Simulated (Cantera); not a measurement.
Input: 1 mol SiC, 0.92 mol N2O, 3.4 mol H2, equilibrated at 3.80 bar.

These are equilibrium values from Cantera (NASA tables, ideal gas, pure condensed phases), not measurements of a reactor. Candidate condensed phases: C, C6H6, C7H8, C8H18, H2O, Si, SiC, SiO2, Si2N2O, Si3N4; 151 gas species. Mutual solubility and eutectic melting of coexisting phases are not modelled. Equilibrium is a limit: real reactors are often held back by kinetics, nucleation or transport. All values below are at 1923 K.

Base state: H2 0.732, CO 0.131, N2 0.131, HCN 0.00292, SiO 0.00131, CH4 0.000940, H 0.000414, C2H2 (acetylene) 0.000255 (mole fractions); condensed: SiC(s) + Si2N2O(s).

**Question.** What changes in the equilibrium state with this change: SiC replaced by Si?

**Answer.** 
```
species                 before    after
--------------------  --------  -------
H2                       0.732    0.852
N2                       0.131    0.142
SiO                    0.00131  0.00455
CO                       0.131        0
HCN                    0.00292        0
CH4                   0.000940        0
SiC(s), mol              0.375        0
Si2N2O(s), mol           0.310    0.355
SiO2(condensed), mol         0    0.271
```
The tables hold silica as quartz up to 1696 K and as liquid above; real silica turns to tridymite and cristobalite and melts near 1996 K.
